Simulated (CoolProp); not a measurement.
Vapour-liquid equilibrium of methanol (1) + ethylbenzene (2) at 0.612 MPa; x and y are mole fractions of (1).

Values from CoolProp's multi-fluid Helmholtz-energy mixture model, de Reuck 1993 and Zhou 2012; pair parameters Bell 2016.

| x | bubble temperature (K) | y at the bubble point | dew temperature at overall composition x (K) | liquid density (mol/L) |
|---|---|---|---|---|
| 0.05 | 457.4 | 0.466 | 488.8 | 6.888 |
| 0.125 | 430.3 | 0.712 | 483.7 | 7.540 |
| 0.2 | 417.5 | 0.795 | 478.4 | 8.101 |
| 0.275 | 410.6 | (withheld) | 473.0 | 8.663 |
| 0.35 | 406.5 | 0.855 | 467.2 | 9.266 |
| 0.425 | 403.8 | 0.869 | 461.0 | 9.937 |
| 0.5 | 401.8 | 0.881 | 454.3 | 10.70 |
| 0.575 | 400.2 | (withheld) | 446.8 | 11.59 |
| 0.65 | 398.7 | 0.902 | 438.3 | 12.64 |
| 0.725 | 397.2 | 0.914 | 428.5 | 13.90 |
| 0.8 | 395.7 | (withheld) | 416.7 | 15.42 |
| 0.875 | 394.1 | 0.950 | 402.8 | 17.29 |
| 0.95 | 392.6 | 0.977 | 394.2 | 19.63 |

**Question.** What belongs in the gaps?

**Answer.** 
- 0.275, y at the bubble point: 0.833
- 0.575, y at the bubble point: 0.891
- 0.8, y at the bubble point: 0.930

No azeotrope shows between x = 0.05 and 0.95.

Pair parameters are fitted to limited data, so mixtures are less certain than the pure fluids. With so large a gap from Raoult's law the liquid may split in two, which this calculation doesn't test in full.
